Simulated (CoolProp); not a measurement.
Vapour-liquid equilibrium of hydrogen sulfide (1) + benzene (2) at 69.45 °C; x and y are mole fractions of (1).

Computed with CoolProp (multi-fluid Helmholtz-energy mixture model, Lemmon 2006 and Thol 2012; pair parameters Bell 2016).

Q: Give the bubble pressure and the first vapour's composition at x = 0.05, 0.65, 0.95. Is there an azeotrope?

A: x = 0.05: 2.688 bar, y = 0.732; x = 0.65: 29.41 bar, y = 0.982; x = 0.95: 48.17 bar, y = 0.997. No azeotrope shows between x = 0.05 and 0.95.

Pair parameters are fitted to limited data, so mixtures are less certain than the pure fluids.
